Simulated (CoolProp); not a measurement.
R21 along the isotherm 137.45 °C: density (kg/m³) from the reference equation and from simpler models built on Tc = 179.6 °C, pc = 5.289 MPa, ω = 0.206; each cubic takes its own stable root.

Computed with CoolProp (reference Helmholtz-energy equation of state, Platzer 1990). This equation is an older, rougher fit; its heat capacities, sound speeds and derivatives of the liquid may be far off and weren't checked against measurements.

```csv
p (MPa),phase,reference
0.61,gas,19.51
1.22,gas,41.88
1.83,gas,68.63
2.44,gas,103.2
3.05,liquid,1018
3.66,liquid,1028
4.27,liquid,1037
4.88,liquid,1045
5.49,liquid,1052
6.1,liquid,1059
6.71,liquid,1066
7.32,liquid,1072
7.93,liquid,1078
```

**Question.** How far does each simpler model (van der Waals, Redlich-Kwong, Soave-Redlich-Kwong, Peng-Robinson) lie from the reference over these 13 states: mean and median of the absolute difference, and the worst?

**Answer.** 
- van der Waals: mean 29.9 %, median 34.1 %, worst -87.3 % at 137.45 °C and 3.05 MPa
- Redlich-Kwong: mean 10.2 %, median 12.6 %, worst -16.7 % at 137.45 °C and 3.05 MPa
- Soave-Redlich-Kwong: mean 7.9 %, median 10.1 %, worst -12.6 % at 137.45 °C and 3.05 MPa
- Peng-Robinson: mean 0.8 %, median 0.6 %, worst +1.9 % at 137.45 °C and 7.93 MPa

At some of these states van der Waals gives the other phase, because its saturation line lies elsewhere.
